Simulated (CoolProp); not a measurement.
Methane at 298.15 K and 0.745 MPa is throttled through a valve to 0.275 MPa with no heat exchange. Each further row changes one setting.

Model: reference Helmholtz-energy equation of state, Setzmann 1991, in CoolProp.

```tsv
case	temperature change (K)	final density (kg/m³)
as stated	-2.1	1.80
outlet pressure 0.0825 MPa	-2.9	0.540
outlet pressure 0.358 MPa	-1.7	2.34
```
